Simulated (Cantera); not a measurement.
Input: 1 mol Si, 2.9 mol HCl, 7.1 mol H2, at 1573 K and 1.00 bar.

Equilibrium computed with Cantera from the NASA thermochemical tables; the gas is ideal and each condensed phase is pure. Candidate condensed phases: Si; 19 gas species. The tables' values for SiCl3 are old estimates; treat these amounts as uncertain. The numbers say what is thermodynamically allowed, not how fast it happens.

Base state: H2 0.809, HCl 0.114, SiCl2 0.0540, SiCl3 0.0109, SiCl4 0.00574, SiHCl3 0.00542, SiH2Cl2 0.000845, SiH3Cl 3.91e-5 (mole fractions); condensed: Si(s).

Problem. What changes in the equilibrium state with this change: 0.047 mol H2O added?

Solution. 
| species | before | after |
|---|---|---|
| H2 | 0.809 | 0.809 |
| HCl | 0.114 | 0.113 |
| SiCl2 | 0.0540 | 0.0536 |
| SiO | 0 | 0.00184 |
| SiCl3 | 0.0109 | 0.0107 |
| SiCl4 | 0.00574 | 0.00566 |
| SiHCl3 | 0.00542 | 0.00537 |
| SiH2Cl2 | 0.000845 | 0.000838 |
| SiH3Cl | 3.91e-5 | 3.90e-5 |
| H | 3.66e-5 | 3.66e-5 |
| Si(s), mol | 0.244 | 0.213 |
| SiO2(β-quartz), mol | 0 | 0.0144 |
Mutual solubility and eutectic melting of coexisting phases are not modelled. The tables hold silica as quartz up to 1696 K and as liquid above; real silica turns to tridymite and cristobalite and melts near 1996 K. Further candidate phases: H2O, SiO2.

Problem. What changes in the equilibrium state with this change: HCl from 2.9 to 1.5 mol?

Solution. 
```json
[
 {"species": "H2", "before": "0.809", "after": "0.873"},
 {"species": "HCl", "before": "0.114", "after": "0.0877"},
 {"species": "SiCl2", "before": "0.0540", "after": "0.0298"},
 {"species": "SiCl3", "before": "0.0109", "after": "0.00445"},
 {"species": "SiCl4", "before": "0.00574", "after": "0.00175"},
 {"species": "SiHCl3", "before": "0.00542", "after": "0.00231"},
 {"species": "Si(s), mol", "before": "0.244", "after": "0.668"}
]
```
